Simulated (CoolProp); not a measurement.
Computed with CoolProp (reference Helmholtz-energy equation of state, Lemmon 2006). It is a short technical equation, of lower accuracy than the large ones.

### Question
Give the vapour pressure (MPa), liquid density (kg/m³), vapour Z, surface tension (mN/m) of saturated nitrous oxide at -76.35 °C.

### Answer
```json
[
 {"T (°C)": "-76.35", "p (MPa)": "0.199", "liquid density (kg/m³)": "1190", "vapour Z": "0.958", "surface tension (mN/m)": "21.0"}
]
```

Surface tension comes from a separate correlation (Mulero 2012).
